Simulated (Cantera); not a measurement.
A closed system holds: 1 mol FeS2, 0.35 mol H2, equilibrated at 2173.15 K and 0.000570 bar.

Equilibrium computed with Cantera from the NASA thermochemical tables; the gas is ideal and each condensed phase is pure. Candidate condensed phases: Fe, FeS, FeS2, S; 8 gas species. Kinetics and transport are ignored.

Base state: Fe 0.371, S2 0.266, S 0.195, H2 0.0910, H 0.0610, SH 0.0158, H2S 0.000429 (mole fractions); condensed: gas only.

**Question.** What changes in the equilibrium state with this change: temperature from 2173.15 K to 1098.15 K?

**Answer.** 
```json
[
 {"species": "S2", "before": "0.266", "after": "0.543"},
 {"species": "H2", "before": "0.0910", "after": "0.239"},
 {"species": "H2S", "before": "0.000429", "after": "0.217"},
 {"species": "Fe", "before": "0.371", "after": "<1e-9"},
 {"species": "H", "before": "0.0610", "after": "5.08e-7"},
 {"species": "S", "before": "0.195", "after": "2.18e-6"},
 {"species": "SH", "before": "0.0158", "after": "0.000658"},
 {"species": "FeS(s), mol", "before": "0", "after": "1.00"}
]
```
FeS: taken at fixed stoichiometry. Gases not in the tables: S3 to S7.

**Question.** What changes in the equilibrium state with this change: H2 from 0.35 to 270 mol?

**Answer.** 
```tsv
species	before	after
H2	0.0910	0.808
H	0.0610	0.182
S	0.195	0.00501
Fe	0.371	0.00333
S2	0.266	0.000175
SH	0.0158	0.00121
H2S	0.000429	9.77e-5
```

**Question.** What changes in the equilibrium state with this change: pressure from 0.000570 bar to 0.470 bar?

**Answer.** 
```csv
species,before,after
S2,0.266,0.544
H2,0.0910,0.333
H2S,0.000429,0.0645
Fe,0.371,0.000915
S,0.195,0.00972
H,0.0610,0.00407
SH,0.0158,0.0434
"FeS(l), mol",0,0.999
```
FeS: taken at fixed stoichiometry.
